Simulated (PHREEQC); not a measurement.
0.046 g of hydrous ferric oxide (600 m²/g; 0.2 weak and 0.005 strong sites per Fe, Dzombak-Morel constants, diffuse double layer) in 1 kg of water with 0.01 mol/kgw of an inert sodium salt and 7.9e-06 mol/kgw NiCl2, at 25 °C; the pH is set by adding NaOH or the inert anion's acid. O2 is buffered at 0.21 atm. No CO2 enters from the air. No solid was allowed to form.

The series has 17 steps of pH, from 4 to 12.

The numbers come from PHREEQC with the ion-association model, wateq4f.dat.

### Question
Near which pH is half of the Ni sorbed, and on which side is more sorbed?

### Answer
Near pH 7.2, with more sorbed at higher pH.

Along this series the solution becomes supersaturated in solids that the run did not let form, among them Ni(OH)2. Complexes and solids missing from the database can't appear.
